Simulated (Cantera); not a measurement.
**Thermodynamics of aluminium nitride and oxide growth, feed Al(CH3)3 + H2O + N2**

Charge: 1 mol Al(CH3)3, 0.96 mol H2O, 59 mol N2, at 1875 K and 158 Torr.

Equilibrium computed with Cantera from the NASA thermochemical tables; the gas is ideal and each condensed phase is pure. Candidate condensed phases: Al, AlN, Al2O3, C, C6H6, C7H8, C8H18, H2O; 148 gas species. The feed counts by its element totals alone. Rates play no part.

The x(N2) comes out as 0.900, the x(H2) is 0.0826 and the x(CO) is 0.0148. The x(HCN) comes out as 0.00238. The x(H) is 0.000411, the x(HNC) comes out as 0.000106 and the x(C2H2 (acetylene)) comes out as 2.62e-5. The x(Al) is 1.79e-5 and the n(AlN(s)) comes out as 0.999 mol. The n(C(graphite)) is 1.88 mol and the gas amount is 64.94 mol. The log10 activity of Al(l) (absent) is -2.68.
